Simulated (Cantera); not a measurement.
# Ta + N2O + N2 (tantalum, niobium, vanadium and zirconium in process gases)

A closed system holds: 1 mol Ta, 2.6 mol N2O, a varied amount of N2, at 1848 K and 0.280 Pa.

These are equilibrium values from Cantera (NASA tables, ideal gas, pure condensed phases), not measurements of a reactor. Candidate condensed phases: Ta, Ta2O5; 12 gas species. The numbers say what is thermodynamically allowed, not how fast it happens.

From 1.9 mol N2 to 67 mol N2 the condensed part is Ta2O5(s). The main Ta-bearing gas is TaO2 throughout. The share of Ta in condensed phases is highest at 1.9 mol N2 (99.8 %) and lowest at 67 mol N2 (91.5 %).

```
n(N2) (mol)  log p N2  log p O  log p O2  log p TaO2  log p NO  log p TaO  log p N  n Ta2O5(s)
-----------  --------  -------  --------  ----------  --------  ---------  -------  ----------
1.9             -5.56    -7.60     -7.76       -8.85     -8.58     -12.81   -12.86       0.499
3.2             -5.56    -7.67     -7.90       -8.81     -8.65     -12.70   -12.85       0.498
5.3             -5.56    -7.76     -8.08       -8.77     -8.74     -12.57   -12.85       0.498
8.9             -5.56    -7.87     -8.29       -8.72     -8.85     -12.41   -12.85       0.496
15              -5.56    -7.99     -8.54       -8.65     -8.97     -12.22   -12.85       0.493
24              -5.55    -8.12     -8.79       -8.59     -9.09     -12.04   -12.85       0.488
40              -5.55    -8.25     -9.05       -8.53     -9.22     -11.84   -12.85       0.477
67              -5.55    -8.37     -9.30       -8.47     -9.35     -11.66   -12.85       0.457
```
log p: log10 of the partial pressure in bar; n: condensed amount in mol.
